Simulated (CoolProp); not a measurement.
Vapour-liquid equilibrium of propylene (1) + R142b (2) at 1.32 bar; x and y are mole fractions of (1).

Model: multi-fluid Helmholtz-energy mixture model, Lemmon 2013 and Lemmon 2006; pair parameters Bell 2016, in CoolProp.

Task: Give the bubble temperature and the first vapour's composition at x = 0.05, 0.35, 0.875. Is there an azeotrope?

Result: x = 0.05: 266.2 K, y = 0.197; x = 0.35: 247.5 K, y = 0.743; x = 0.875: 233.8 K, y = 0.966. No azeotrope shows between x = 0.05 and 0.95.

The pair parameters rest on a limited set of measurements; away from them the model extrapolates.
